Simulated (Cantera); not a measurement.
Cantera with NASA thermochemical tables; ideal gases at 1 bar, condensed phases pure. Values are per mole of reaction as written; species without (g) are pure solids or liquids, kept so even where they would boil at 1 bar.

0.8 Ta + O2(g) → 0.4 Ta2O5

```csv
T (K),ΔH° (kJ),ΔS° (J/K),ΔG° (kJ),log10 K
300,-818.4,-181.0,-764.1,133.04
350,(withheld),(withheld),(withheld),(withheld)
450,-817.3,-178.2,-737.1,85.56
550,-816.3,-176.1,-719.4,68.32
650,-815.0,-174.0,-701.9,56.41
750,-813.7,-172.1,-684.6,47.68
850,(withheld),(withheld),(withheld),(withheld)
```

Question: What belongs in the gaps?

Answer: 
- 350, ΔH° (kJ): -818.1
- 350, ΔS° (J/K): -180.2
- 350, ΔG° (kJ): -755.1
- 350, log10 K: 112.68
- 850, ΔH° (kJ): -812.2
- 850, ΔS° (J/K): -170.3
- 850, ΔG° (kJ): -667.5
- 850, log10 K: 41.02
